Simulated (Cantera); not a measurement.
A closed system holds: 1 mol B2H6, 1.7 mol H2O, 2.2 mol H2, 0.2 mol O2, equilibrated at 0.960 bar.

Cantera equilibrium calculation (NASA polynomials, part measured and part estimated; ideal gas, pure solids and liquids). Candidate condensed phases: B, B2O3, B3O3H3, H2O; 23 gas species. The feed counts by its element totals alone. Mutual solubility and eutectic melting of coexisting phases are not modelled. Gases not in the tables: B2H6 and higher boranes. Kinetics and transport are ignored.

Problem. Which condensed phases are stable at each of these points (T (K)): 1223, 1323, 1423, 1523, 1623, 1723, 1823, 1923, 2023?

Solution. 
```tsv
T (K)	condensed phases	B condensed (%)
1223	B(s) + B2O3(l)	93.1
1323	B(s) + B2O3(l)	92.9
1423	B(s) + B2O3(l)	92.5
1523	B(s) + B2O3(l)	91.4
1623	B(s) + B2O3(l)	88.2
1723	B(s) + B2O3(l)	79.6
1823	B(s) + B2O3(l)	56.8
1923	B(s)	3.2
2023	B(s)	0.9
```

From 1223 K to 1823 K the condensed part is B(s) + B2O3(l). From 1923 K to 2023 K the condensed part is B(s).
